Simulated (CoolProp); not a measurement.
A simple Rankine cycle with n-butane: condensing at 320.15 K, boiler at 3.11 MPa, turbine inlet 563.1 K, turbine efficiency 0.75, pump efficiency 0.8, no recuperator. Each further row changes one setting.

Model: reference Helmholtz-energy equation of state, Bücker 2006, in CoolProp.

| case | thermal efficiency (%) | net work (kJ/kg) | heat in (kJ/kg) | turbine exit temperature (K) | volume ratio over the turbine |
|---|---|---|---|---|---|
| as stated | 11.1 | 97.1 | 877 | 514.4 | [?] |
| condensing temperature 312.15 K | [?] | 108 | [?] | 509.6 | [?] |
| boiler pressure 2.18 MPa | [?] | 82.3 | 890 | [?] | 4.69 |
| turbine efficiency 0.65 | [?] | 83.3 | 877 | 519.6 | [?] |

Some entries are withheld; supply them.


- as stated, volume ratio over the turbine: 6.77
- condensing temperature 312.15 K, thermal efficiency (%): 12.1
- condensing temperature 312.15 K, heat in (kJ/kg): 897
- condensing temperature 312.15 K, volume ratio over the turbine: 8.38
- boiler pressure 2.18 MPa, thermal efficiency (%): 9.3
- boiler pressure 2.18 MPa, turbine exit temperature (K): 524.8
- turbine efficiency 0.65, thermal efficiency (%): 9.5
- turbine efficiency 0.65, volume ratio over the turbine: 6.85
